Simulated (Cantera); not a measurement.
An adiabatic, constant-volume homogeneous reactor starts with CH₄ : CO : O₂ : N₂ = 1 : 0.058 : 2.47 : 9.3 (molar parts), equivalence ratio 0.82, at 1200 K and 10.0 bar. Integrator tolerance rtol = 1e-08.

Cantera simulation using GRI-Mech 3.0 (53 species, 325 reactions); the numbers are that mechanism's predictions, not measurements.

Task: What does this change do: initial temperature 1200 to 1648 K?

Result: 
| quantity | before | after |
|---|---|---|
| time of steepest temperature rise | 4.44 ms | 45.4 µs |
| temperature at 2.00 s | 2882 K | 3065 K |
| equilibrium temperature | 2882 K | 3065 K |
| x(CH₄) at 2.00 s | <1e-12 (gas-phase equilibrium <1e-12) | <1e-12 (gas-phase equilibrium <1e-12) |
| x(CO) at 2.00 s | 0.0158 (gas-phase equilibrium 0.0158) | 0.0274 (gas-phase equilibrium 0.0274) |
| x(O₂) at 2.00 s | 0.0321 (gas-phase equilibrium 0.0321) | 0.0345 (gas-phase equilibrium 0.0345) |
| x(HO₂) at 2.00 s | 2.19e-5 (gas-phase equilibrium 2.19e-5) | 2.92e-5 (gas-phase equilibrium 2.92e-5) |
| x(C₂H₂) at 2.00 s | <1e-12 (gas-phase equilibrium <1e-12) | <1e-12 (gas-phase equilibrium <1e-12) |
| x(NO) at 2.00 s | 0.0153 (gas-phase equilibrium 0.0153) | 0.0197 (gas-phase equilibrium 0.0197) |
Above 3000 K some thermodynamic fits are extrapolated.

Task: What does this change do: initial temperature 1200 to 1750 K?

Result: 
| quantity | before | after |
|---|---|---|
| time of steepest temperature rise | 4.44 ms | 20.9 µs |
| temperature at 2.00 s | 2882 K | 3103 K |
| equilibrium temperature | 2882 K | 3103 K |
| x(CH₄) at 2.00 s | <1e-12 (gas-phase equilibrium <1e-12) | <1e-12 (gas-phase equilibrium <1e-12) |
| x(CO) at 2.00 s | 0.0158 (gas-phase equilibrium 0.0158) | 0.0300 (gas-phase equilibrium 0.0300) |
| x(O₂) at 2.00 s | 0.0321 (gas-phase equilibrium 0.0321) | 0.0350 (gas-phase equilibrium 0.0350) |
| x(HO₂) at 2.00 s | 2.19e-5 (gas-phase equilibrium 2.19e-5) | 3.08e-5 (gas-phase equilibrium 3.08e-5) |
| x(C₂H₂) at 2.00 s | <1e-12 (gas-phase equilibrium <1e-12) | <1e-12 (gas-phase equilibrium <1e-12) |
| x(NO) at 2.00 s | 0.0153 (gas-phase equilibrium 0.0153) | 0.0207 (gas-phase equilibrium 0.0207) |
Above 3000 K some thermodynamic fits are extrapolated.
